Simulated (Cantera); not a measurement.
A freely propagating, adiabatic, planar premixed flame of 6.33 % C2H6, 17.0 % O2, 64.0 % N2, 12.7 % H2O, unburnt at 500 K and 120 Torr; mixture-averaged transport, grid criteria slope 0.08 and curve 0.16, no radiation.

Model: GRI-Mech 3.0 (53 species, 325 reactions), integrated in Cantera. Burning velocities carry a grid error of a few per cent, more on coarse grids.

Problem. Predict: laminar burning velocity; thermal thickness; peak x(H); peak x(C2H).

Solution. 
```
Quantity                     Result
------------------------  ---------
laminar burning velocity  82.2 cm/s
thermal thickness           2.19 mm
peak x(H)                    0.0128
peak x(C2H)                 2.53e-6
```
